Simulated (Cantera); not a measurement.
An adiabatic, constant-pressure homogeneous reactor starts with C₃H₈ : O₂ : N₂ = 1 : 9.43 : 36.8 (molar parts), equivalence ratio 0.53, at 1123 K and 10.0 bar.

Cantera simulation using GRI-Mech 3.0 (53 species, 325 reactions); the numbers are that mechanism's predictions, not measurements. GRI-Mech 3.0 was tuned for natural gas; its chemistry of propane as a main component is partial and can be far from experiment.

### Question
Predict: time of steepest temperature rise; temperature at 0.400 s; equilibrium temperature; x(O₂) at 0.400 s; x(H₂O₂) at 0.400 s; x(N₂O) at 0.400 s; x(NO) at 0.400 s.

### Answer
* **time of steepest temperature rise**: 6.22 ms
* **temperature at 0.400 s**: 2209 K
* **equilibrium temperature**: 2209 K
* **x(O₂) at 0.400 s**: 0.0873 (gas-phase equilibrium 0.0873)
* **x(H₂O₂) at 0.400 s**: 2.66e-7 (gas-phase equilibrium 2.66e-7)
* **x(N₂O) at 0.400 s**: 1.41e-6 (gas-phase equilibrium 1.41e-6)
* **x(NO) at 0.400 s**: 0.00817 (gas-phase equilibrium 0.00818)
